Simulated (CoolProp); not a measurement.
Properties of C2F6 (R116) along the isotherm 151.85 °C (Tc = 19.9 °C, pc = 3.048 MPa, ω = 0.257).

Model: reference Helmholtz-energy equation of state, Lemmon 2006, in CoolProp. It is a short technical equation, of lower accuracy than the large ones.

```csv
p (MPa),phase,Z,conductivity (mW/(m K))
0.0145,gas,0.9996,24.7
0.0234,gas,0.9994,24.7
0.0377,gas,0.9990,24.7
0.061,gas,0.9983,24.7
0.0985,gas,0.9973,24.7
0.159,gas,0.9957,24.7
0.257,gas,0.9930,24.8
0.415,gas,0.9888,24.8
0.671,gas,0.9820,24.9
1.08,gas,0.9712,25.0
1.75,gas,0.9541,25.2
2.83,gas,0.9278,25.7
4.57,supercritical,0.8897,26.7
```

Thermal conductivity comes from a separate model (Huber 2003), an estimate that may be off by 10 % or more.
